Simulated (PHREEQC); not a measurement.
Solution (25 °C): 0.63 mol/kgw K2CO3. Closed to the air; pH follows from the charge balance.

Computed with PHREEQC (ion-association model, phreeqc.dat).

This is a speciation only: nothing precipitates in the calculation.

Q: Estimate the pH, ionic strength, activity of water.

A: pH 11.62; ionic strength 1.88 mol/kgw; activity of water 0.968.

Q: In which forms is C present?

A: CO3-2 99 %, HCO3- 1.2 % of the C.

Ionic strength above about 0.7 mol/kgw puts this run outside the model's range.
